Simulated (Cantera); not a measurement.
Low-pressure radical oxidation in H2/O2

An isothermal, constant-pressure homogeneous reactor starts with 8.09 % H₂, 91.9 % O₂, at 1025 K and 0.00138 atm.

Computed with Cantera and the H2/O2 subset of GRI-Mech 3.0, which has no nitrogen chemistry. Radical loss at walls, strong at low pressure, is not modelled. The temperature is held fixed by assumption; the heat of reaction is taken as removed at once.

```json
[
 {"t (s)": "0.000200", "x H₂": "0.0809", "x O₂": "0.919", "x H₂O": "<1e-12", "x HO₂": "2.95e-11", "x O": "2.45e-12"},
 {"t (s)": "0.000773", "x H₂": "0.0809", "x O₂": "0.919", "x H₂O": "1.29e-11", "x HO₂": "1.14e-10", "x O": "3.14e-11"},
 {"t (s)": "0.00299", "x H₂": "0.0809", "x O₂": "0.919", "x H₂O": "4.59e-10", "x HO₂": "4.42e-10", "x O": "4.17e-10"},
 {"t (s)": "0.0116", "x H₂": "0.0809", "x O₂": "0.919", "x H₂O": "6.61e-8", "x HO₂": "1.77e-9", "x O": "3.58e-8"},
 {"t (s)": "0.0447", "x H₂": "0.0295", "x O₂": "0.889", "x H₂O": "0.0386", "x HO₂": "8.11e-7", "x O": "0.0171"},
 {"t (s)": "0.173", "x H₂": "0.00166", "x O₂": "0.871", "x H₂O": "0.0681", "x HO₂": "8.64e-7", "x O": "0.0363"},
 {"t (s)": "0.669", "x H₂": "0.00115", "x O₂": "0.888", "x H₂O": "0.0749", "x HO₂": "8.54e-7", "x O": "0.0234"},
 {"t (s)": "2.59", "x H₂": "0.000304", "x O₂": "0.909", "x H₂O": "0.0824", "x HO₂": "6.56e-7", "x O": "0.00586"},
 {"t (s)": "10.0", "x H₂": "2.40e-5", "x O₂": "0.915", "x H₂O": "0.0841", "x HO₂": "2.18e-7", "x O": "0.000460"}
]
```
x: mole fraction; the columns are a selection and need not sum to one.

Equilibrium at this temperature and pressure: H₂ 4.29e-10, O₂ 0.916, H₂O 0.0843, HO₂ 7.37e-10, O 8.49e-9 (gas phase only).
